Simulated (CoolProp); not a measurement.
Saturation properties of ethylene (Tc = 282.4 K, pc = 50.42 bar, ω = 0.087).

Values from CoolProp's reference Helmholtz-energy equation of state, Smukala 2000.

```
T (K)  p (bar)  liquid density (kg/m³)  enthalpy of vaporisation (kJ/kg)  vapour Z  surface tension (mN/m)
-----  -------  ----------------------  --------------------------------  --------  ----------------------
145.7   0.1941                   600.4                             514.8         ?                    20.4
148.8   0.2493                   596.2                                 ?    0.9880                    19.9
151.8   0.3141                   592.2                             506.7    0.9857                    19.3
154.9   0.3947                   587.9                                 ?    0.9832                       ?
158     0.4910                       ?                             498.4    0.9803                    18.3
161     0.6010                       ?                             494.3         ?                    17.8
164.1   0.7342                   575.1                             490.0    0.9736                    17.2
167.2   0.8896                   570.8                             485.6    0.9697                    16.7
170.2    1.063                   566.5                             481.2    0.9656                    16.2
173.3    1.269                   562.0                             476.6         ?                    15.7
```

### Question
Some entries are withheld; supply them.

### Answer

- 145.7, vapour Z: 0.9900
- 148.8, enthalpy of vaporisation (kJ/kg): 510.7
- 154.9, enthalpy of vaporisation (kJ/kg): 502.6
- 154.9, surface tension (mN/m): 18.8
- 158, liquid density (kg/m³): 583.6
- 161, liquid density (kg/m³): 579.5
- 161, vapour Z: 0.9772
- 173.3, vapour Z: 0.9610

It boils at 169.4 K under 1 atm.

Surface tension comes from a separate correlation (Mulero 2012).
